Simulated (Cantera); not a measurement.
## B₂O₃ + N₂ + H₂ (boron, boron nitride and boron oxide)

Charge: 1 mol B₂O₃, a varied amount of N₂, 1.5 mol H₂, held at 1000 K and 10000 Pa.

Method: chemical equilibrium by Gibbs-energy minimisation in Cantera with the NASA 1993 tables (ideal gas, pure condensed phases). Candidate condensed phases: B, BN, B₂O₃, B₃O₃H₃, H₂O; 39 gas species. N₂ is the only nitrogen source here; it is nearly inert below about 1500 K, so the nitride shown seldom forms there in practice. Gases not in the tables: H₃BO₃. Kinetics and transport are ignored.

From 2.7 mol N₂ to 28 mol N₂ the condensed part is BN(s) + B₂O₃(l).

```
n(N₂) (mol)  log p N₂  log p H₂  log p H₂O  log p NH₃  log p HBO₂  n BN(s)  n B₂O₃(l)
-----------  --------  --------  ---------  ---------  ----------  -------  ---------
2.7             -1.19     -1.45      -3.86      -6.00       -6.51  0.00387      0.998
6.9             -1.09     -1.75      -4.13      -6.40       -6.64  0.00420      0.998
11              -1.06     -1.92      -4.29      -6.65       -6.73  0.00430      0.998
15              -1.04     -2.04      -4.40      -6.82       -6.78  0.00435      0.998
19              -1.03     -2.14      -4.50      -6.96       -6.83  0.00438      0.998
24              -1.03     -2.23      -4.59      -7.10       -6.88  0.00440      0.998
28              -1.02     -2.30      -4.65      -7.19       -6.91  0.00442      0.998
```
log p: log10 of the partial pressure in bar; n: condensed amount in mol.
